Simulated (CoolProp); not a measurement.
Aqueous potassium carbonate as a coolant, at 37 °C, 1 atm.

Values from CoolProp's Melinder's fits for secondary coolants.

```tsv
mass %	freezing point (°C)	Prandtl number	viscosity (mPa s)	conductivity (W/(m K))	cp (kJ/(kg K))
3.5	-1.1	4.80	[?]	0.623	3.997
8.5	-3.0	5.25	0.858	0.619	3.784
13.6	-5.2	5.84	1.000	0.614	[?]
18.7	-8.0	6.55	1.18	[?]	3.383
23.8	-11.7	7.44	1.41	0.604	3.191
28.9	-17.2	[?]	1.72	0.598	3.021
33.9	-24.7	10.5	2.16	0.591	2.884
39	-35.1	13.3	2.81	0.584	2.764
```

### Question
Fill in the missing entries.

### Answer

- 3.5, viscosity (mPa s): 0.749
- 13.6, cp (kJ/(kg K)): 3.583
- 18.7, conductivity (W/(m K)): 0.609
- 28.9, Prandtl number: 8.70
